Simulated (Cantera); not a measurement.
Input (Python, Cantera) and output of one run.

```python
import numpy as np
import cantera as ct

gas_names = """
    C CH CH2 CH3 CH4 C2 C2H C2H2,acetylene C2H2,vinylidene C2H3,vinyl C2H4 C2H5 C2H6 C3 C3H3,propargyl
    C3H4,allene C3H4,propyne C3H4,cyclo- C3H5,allyl C3H6,propylene C3H6,cyclo- C3H7,n-propyl
    C3H7,i-propyl C3H8 C4 C4H2 C4H4,1,3-cyclo- C4H6,butadiene C4H6,2-butyne C4H6,cyclo- C4H8,1-butene
    C4H8,cis2-buten C4H8,tr2-butene C4H8,isobutene C4H8,cyclo- C4H9,n-butyl C4H9,i-butyl C4H9,s-butyl
    C4H9,t-butyl C4H10,isobutane C4H10,n-butane C5 C5H6,1,3cyclo- C5H8,cyclo- C5H10,1-pentene
    C5H10,cyclo- C5H11,pentyl C5H11,t-pentyl C5H12,n-pentane C5H12,i-pentane CH3C(CH3)2CH3 C6H2
    C6H5,phenyl C6H6 C6H10,cyclo- C6H12,1-hexene C6H12,cyclo- C6H13,n-hexyl C7H7,benzyl C7H8
    C7H14,1-heptene C7H15,n-heptyl C7H16,n-heptane C8H8,styrene C8H10,ethylbenz C8H16,1-octene
    C8H17,n-octyl C8H18,isooctane C8H18,n-octane C9H19,n-nonyl C10H8,naphthale C10H21,n-decyl
    C12H9,o-bipheny C12H10,bipheny H H2 Ti
""".split()
cond_names = """
    C(gr) C6H6(L) C7H8(L) C8H18(L),n-octa Ti(a) Ti(b) Ti(L) TiC(s) TiC(L)
""".split()


def load(file, names, dense=False):
    # The tables refer to 1 bar. Condensed volumes are neglected.
    table = {s.name: s for s in ct.Species.list_from_file(file)}
    out = []
    for n in names:
        d = dict(table[n].input_data)
        d["thermo"] = dict(d["thermo"], **{"reference-pressure": 1e5})
        if dense:
            d["equation-of-state"] = {"model": "constant-volume", "density": "1e6 g/cm^3"}
        out.append(ct.Species.from_dict(d))
    return out


gas = ct.Solution(thermo="ideal-gas", species=load("nasa_gas.yaml", gas_names))
cond = {s.name: ct.Solution(thermo="fixed-stoichiometry", species=[s], name=s.name)
        for s in load("nasa_condensed.yaml", cond_names, dense=True)}
atoms = {
    'Ti': {'Ti': 1},
    'C3H8': {'C': 3, 'H': 8},
    'H2': {'H': 2},
}
top_T = {'C(gr)': 4500}  # K; cautious upper limits of use, not melting points


def equilibrate(T, P, feed):
    n = {}
    for name, mol in feed.items():
        for a, k in atoms[name].items():
            n[a] = n.get(a, 0.0) + k * mol
    gas.TPX = T, P, n
    mass = sum(n.values()) * gas.mean_molecular_weight
    gas.equilibrate("TP")
    valid = [c for c in cond.values() if c.min_temp <= T <= top_T.get(c.name, c.max_temp)]
    mix = ct.Mixture([(gas, mass / gas.mean_molecular_weight)] + [(c, 0.0) for c in valid])
    mix.T, mix.P = T, P
    mix.equilibrate("TP", solver="vcs", rtol=1e-11, max_steps=5000)
    return mix


results = []
feed = {'Ti': 1, 'C3H8': 2.7, 'H2': 57}  # mol
P = 31000  # Pa
for T in [1323, 1373, 1423, 1473, 1523, 1573, 1623, 1673, 1723, 1773, 1823, 1873]:
    mix = equilibrate(T, P, feed)
    results.append((T, P, feed, dict(zip(mix.species_names, mix.species_moles))))

top = {s: max(r[3][s] / sum(r[3][g] for g in gas_names) for r in results) for s in gas_names}
cols = sorted((s for s in top if top[s] > 1e-05), key=lambda s: -top[s])[:8]
seen = [c for c in cond_names if any(r[3].get(c, 0) > 1e-12 for r in results)]
print("log10 of partial pressures in bar; condensed amounts in mol")
print(f"{'T/K':>10s}" + "".join(f"{s[:9]:>10s}" for s in cols + seen))
for T, P, feed, n in results:
    ng = sum(n[g] for g in gas_names)
    print(f"{T:10.4g}" + "".join(f"{np.log10(max(n[s] / ng * P / 1e5, 1e-99)):10.3f}" for s in cols)
          + "".join(f"{n.get(c, 0):10.4g}" for c in seen))
```

Output:

```
log10 of partial pressures in bar; condensed amounts in mol
       T/K        H2       CH4         H C2H2,acet     C(gr)    TiC(s)
      1323    -0.510    -3.187    -6.055    -6.593     6.958         1
      1373    -0.509    -3.317    -5.732    -6.272     6.994         1
      1423    -0.509    -3.438    -5.432    -5.973      7.02         1
      1473    -0.509    -3.550    -5.152    -5.696     7.037         1
      1523    -0.509    -3.656    -4.891    -5.437      7.05         1
      1573    -0.509    -3.754    -4.645    -5.194     7.059         1
      1623    -0.509    -3.847    -4.415    -4.967     7.064         1
      1673    -0.509    -3.934    -4.198    -4.753     7.067         1
      1723    -0.509    -4.015    -3.994    -4.552     7.066         1
      1773    -0.509    -4.092    -3.800    -4.363     7.063         1
      1823    -0.509    -4.165    -3.618    -4.184     7.056         1
      1873    -0.509    -4.234    -3.445    -4.015     7.044         1
```

These are equilibrium values from Cantera (NASA tables, ideal gas, pure condensed phases), not measurements of a reactor. TiC: taken at fixed stoichiometry.
